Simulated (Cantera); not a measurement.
A freely propagating, adiabatic, planar premixed flame of H₂ : O₂ : N₂ = 1 : 0.877 : 3.3 (molar parts), equivalence ratio 0.57, unburnt at 400 K and 101000 Pa; mixture-averaged transport, grid criteria slope 0.08 and curve 0.16, no radiation.

Model: the H2/O2 subset of GRI-Mech 3.0, which has no nitrogen chemistry, integrated in Cantera. Burning velocities carry a grid error of a few per cent, more on coarse grids. Lean hydrogen flames are cellular in practice and burn faster than this planar one.

Q: Predict: laminar burning velocity; thermal thickness; peak x(O); peak x(H); peak x(H₂O₂).

A: 
```json
{
  "laminar_burning_velocity": "131 cm/s",
  "thermal_thickness": "0.379 mm",
  "peak x(O)": "0.00632",
  "peak x(H)": "0.00894",
  "peak x(H₂O₂)": "6.30e-5"
}
```
